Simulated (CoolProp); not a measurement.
Vapour pressure (MPa) of CH3F (R41): the reference equation beside estimates from Tc = 317.3 K, pc = 5.906 MPa, ω = 0.200.

Values from CoolProp's reference Helmholtz-energy equation of state, Lemmon 2006. It is a short technical equation, of lower accuracy than the large ones.

| T (K) | reference | Lee-Kesler | van der Waals | Redlich-Kwong | Soave-Redlich-Kwong |
|---|---|---|---|---|---|
| 173.5 | 0.02662 | 0.02414 | 0.2939 | 0.04252 | 0.02449 |
| 178.1 | 0.03664 | 0.03369 | 0.3455 | 0.05796 | 0.03410 |
| 182.8 | 0.04983 | 0.04643 | 0.4043 | 0.07796 | 0.04688 |
| 187.5 | 0.06661 | 0.06282 | 0.4698 | 0.1029 | 0.06330 |
| 192.2 | 0.08764 | 0.08356 | 0.5421 | 0.1336 | 0.08404 |
| 196.8 | 0.1130 | 0.1088 | 0.6199 | 0.1700 | 0.1093 |
| 201.5 | 0.1446 | 0.1405 | 0.7069 | 0.2144 | 0.1409 |
| 206.2 | 0.1828 | 0.1790 | 0.8016 | 0.2670 | 0.1793 |
| 210.9 | 0.2283 | 0.2253 | 0.9045 | 0.3285 | 0.2254 |
| 215.5 | 0.2810 | 0.2789 | 1.013 | 0.3983 | 0.2789 |
| 220.2 | 0.3441 | 0.3434 | 1.133 | 0.4802 | 0.3432 |
| 224.9 | 0.4174 | 0.4185 | 1.262 | 0.5736 | 0.4183 |
| 229.6 | 0.5021 | 0.5054 | 1.400 | 0.6794 | 0.5054 |
| 234.2 | 0.5971 | 0.6029 | 1.544 | 0.7958 | 0.6032 |
| 238.9 | 0.7076 | 0.7162 | 1.700 | 0.9286 | 0.7172 |

Absolute difference from the reference over all 15 rows, mean and median: Lee-Kesler 3.2 and 2.1 %, van der Waals 421.6 and 338.5 %, Redlich-Kwong 45.9 and 46.1 %, Soave-Redlich-Kwong 2.9 and 1.9 %.
